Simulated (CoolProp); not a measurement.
A Linde-Hampson liquefier for normal hydrogen: isothermal reversible compression at 300 K from 1 atm to 40 MPa, throttling to 1 atm, return gas leaving the recuperator 10 K below the feed. Each further row changes one setting.

Values from CoolProp's reference Helmholtz-energy equation of state, Leachman 2009.

| case | compression work (kJ/kg of gas) |
|---|---|
| as stated | 7700 |
| high pressure 80 MPa | 8870 |
| warm-end temperature 330 K | 8440 |
| warm-end gap 15 K | 7700 |
